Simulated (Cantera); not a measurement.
# Adiabatic ignition

An adiabatic, constant-volume homogeneous reactor starts with 11.1 % CH4, 2.00 % C2H6, 16.3 % O2, 61.1 % N2, 9.47 % H2O, equivalence ratio 1.8, at 1050 K and 7.90 bar.

Detailed kinetics in Cantera: GRI-Mech 3.0 (53 species, 325 reactions).

```json
[
 {"t (s)": "4.00e-6", "T (K)": "1050", "P (bar)": "7.90", "x CH4": "0.111", "x C2H6": "0.0200", "x O2": "0.163", "x NO": "<1e-12", "x O": "<1e-12", "x C2H4": "6.57e-11", "x H": "<1e-12"},
 {"t (s)": "1.59e-5", "T (K)": "1050", "P (bar)": "7.90", "x CH4": "0.111", "x C2H6": "0.0200", "x O2": "0.163", "x NO": "<1e-12", "x O": "<1e-12", "x C2H4": "1.14e-9", "x H": "<1e-12"},
 {"t (s)": "6.34e-5", "T (K)": "1050", "P (bar)": "7.90", "x CH4": "0.111", "x C2H6": "0.0200", "x O2": "0.163", "x NO": "<1e-12", "x O": "<1e-12", "x C2H4": "1.54e-8", "x H": "1.01e-12"},
 {"t (s)": "0.000252", "T (K)": "1050", "P (bar)": "7.90", "x CH4": "0.111", "x C2H6": "0.0200", "x O2": "0.163", "x NO": "<1e-12", "x O": "1.34e-12", "x C2H4": "1.48e-7", "x H": "3.58e-12"},
 {"t (s)": "0.00100", "T (K)": "1050", "P (bar)": "7.90", "x CH4": "0.111", "x C2H6": "0.0200", "x O2": "0.163", "x NO": "<1e-12", "x O": "6.52e-12", "x C2H4": "1.74e-6", "x H": "3.78e-11"},
 {"t (s)": "0.00400", "T (K)": "1051", "P (bar)": "7.91", "x CH4": "0.111", "x C2H6": "0.0199", "x O2": "0.162", "x NO": "<1e-12", "x O": "4.67e-10", "x C2H4": "0.000148", "x H": "4.97e-9"},
 {"t (s)": "0.0159", "T (K)": "2486", "P (bar)": "21.4", "x CH4": "1.48e-9", "x C2H6": "<1e-12", "x O2": "4.07e-6", "x NO": "8.17e-5", "x O": "5.93e-6", "x C2H4": "<1e-12", "x H": "0.00181"},
 {"t (s)": "0.0634", "T (K)": "2486", "P (bar)": "21.4", "x CH4": "1.48e-9", "x C2H6": "<1e-12", "x O2": "4.07e-6", "x NO": "8.16e-5", "x O": "5.93e-6", "x C2H4": "<1e-12", "x H": "0.00181"},
 {"t (s)": "0.252", "T (K)": "2486", "P (bar)": "21.4", "x CH4": "1.48e-9", "x C2H6": "<1e-12", "x O2": "4.07e-6", "x NO": "8.16e-5", "x O": "5.93e-6", "x C2H4": "<1e-12", "x H": "0.00181"},
 {"t (s)": "1.00", "T (K)": "2486", "P (bar)": "21.4", "x CH4": "1.48e-9", "x C2H6": "<1e-12", "x O2": "4.07e-6", "x NO": "8.16e-5", "x O": "5.93e-6", "x C2H4": "<1e-12", "x H": "0.00181"},
 {"t (s)": "4.00", "T (K)": "2486", "P (bar)": "21.4", "x CH4": "1.48e-9", "x C2H6": "<1e-12", "x O2": "4.07e-6", "x NO": "8.16e-5", "x O": "5.93e-6", "x C2H4": "<1e-12", "x H": "0.00181"}
]
```
x: mole fraction; the columns are a selection and need not sum to one.

```yaml
time_of_steepest_temperature_rise: 7.92 ms
temperature at 4.00 s: 2486 K
equilibrium_temperature: 2486 K
x(CH4) at 4.00 s: 1.48e-9 (gas-phase equilibrium 1.65e-9)
x(C2H6) at 4.00 s: <1e-12 (gas-phase equilibrium <1e-12)
x(O2) at 4.00 s: 4.07e-6 (gas-phase equilibrium 4.07e-6)
```
